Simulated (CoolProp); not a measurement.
Vapour-liquid equilibrium of ethane (1) + n-butane (2) at 0.0198 MPa; x and y are mole fractions of (1).

Computed with CoolProp (multi-fluid Helmholtz-energy mixture model, Bücker 2006 and Bücker 2006; pair parameters Kunz 2012).

Q: Give the bubble temperature and the first vapour's composition at x = 0.25, 0.55, 0.65. Is there an azeotrope?

A: x = 0.25: -93.5 °C, y = 0.988; x = 0.55: -106.2 °C, y = 0.998; x = 0.65: -108.6 °C, y = 0.999. No azeotrope shows between x = 0.05 and 0.95.

The pair parameters rest on a limited set of measurements; away from them the model extrapolates. The gap from Raoult's law changes sign with composition, which may be real or a fault of the pair parameters; it wasn't checked against measurements.
